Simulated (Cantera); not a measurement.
What does this Cantera script print?

```python
import numpy as np
import cantera as ct

gas_names = """
    CL CL2 Si SiCL SiCL2 SiCL3 SiCL4 Si2 Si3
""".split()
cond_names = """
    Si(cr) Si(L)
""".split()


# ... load() reads the species with a 1 bar reference pressure and builds the phases ...
atoms = {
    'Si': {'Si': 1},
    'Cl2': {'CL': 2},
}
top_T = {}  # K; cautious upper limits of use, not melting points


# ... equilibrate(T, P, feed) seeds the gas with the atoms and calls Mixture.equilibrate('TP', solver="vcs", rtol=1e-11, max_steps=5000) ...
results = []
T = 648.15  # K
P = 133.322  # Pa
for m in [0.77, 0.96, 1.2, 1.5, 1.9, 2.3, 2.9, 3.7, 4.6, 5.7, 7.2]:
    feed = {'Si': 1, 'Cl2': m}  # mol
    mix = equilibrate(T, P, feed)
    results.append((T, P, feed, dict(zip(mix.species_names, mix.species_moles))))
    x = sorted(zip(gas.X, gas.species_names), reverse=True)
    print(f"T = {T:g} K  P = {P:g} Pa  n(Cl2) = {m:g} mol  gas = {mix.phase_moles(0):.4g} mol")
    print("   x: " + "  ".join(f"{s} {v:.3e}" for v, s in x if v > 1e-05))
    print("   condensed (mol): " + ("  ".join(f"{mix.phase(i).name} {mix.phase_moles(i):.4g}"
          for i in range(1, mix.n_phases) if mix.phase_moles(i) > 1e-12) or "none"))
```

Output:

```
T = 648.15 K  P = 133.322 Pa  n(Cl2) = 0.77 mol  gas = 0.385 mol
   x: SiCL4 1.000e+00  SiCL3 3.142e-05
   condensed (mol): Si(cr) 0.615
T = 648.15 K  P = 133.322 Pa  n(Cl2) = 0.96 mol  gas = 0.48 mol
   x: SiCL4 1.000e+00  SiCL3 3.142e-05
   condensed (mol): Si(cr) 0.52
T = 648.15 K  P = 133.322 Pa  n(Cl2) = 1.2 mol  gas = 0.6 mol
   x: SiCL4 1.000e+00  SiCL3 3.142e-05
   condensed (mol): Si(cr) 0.4
T = 648.15 K  P = 133.322 Pa  n(Cl2) = 1.5 mol  gas = 0.75 mol
   x: SiCL4 1.000e+00  SiCL3 3.142e-05
   condensed (mol): Si(cr) 0.25
T = 648.15 K  P = 133.322 Pa  n(Cl2) = 1.9 mol  gas = 0.95 mol
   x: SiCL4 1.000e+00  SiCL3 3.142e-05
   condensed (mol): Si(cr) 0.04999
T = 648.15 K  P = 133.322 Pa  n(Cl2) = 2.3 mol  gas = 1.3 mol
   x: SiCL4 7.692e-01  CL2 2.308e-01
   condensed (mol): none
T = 648.15 K  P = 133.322 Pa  n(Cl2) = 2.9 mol  gas = 1.9 mol
   x: SiCL4 5.263e-01  CL2 4.737e-01
   condensed (mol): none
T = 648.15 K  P = 133.322 Pa  n(Cl2) = 3.7 mol  gas = 2.7 mol
   x: CL2 6.296e-01  SiCL4 3.704e-01
   condensed (mol): none
T = 648.15 K  P = 133.322 Pa  n(Cl2) = 4.6 mol  gas = 3.6 mol
   x: CL2 7.222e-01  SiCL4 2.778e-01
   condensed (mol): none
T = 648.15 K  P = 133.322 Pa  n(Cl2) = 5.7 mol  gas = 4.7 mol
   x: CL2 7.872e-01  SiCL4 2.128e-01
   condensed (mol): none
T = 648.15 K  P = 133.322 Pa  n(Cl2) = 7.2 mol  gas = 6.2 mol
   x: CL2 8.387e-01  SiCL4 1.613e-01
   condensed (mol): none
```

Method: chemical equilibrium by Gibbs-energy minimisation in Cantera with the NASA 1993 tables (ideal gas, pure condensed phases). The tables' values for SiCl3 are old estimates; treat these amounts as uncertain.
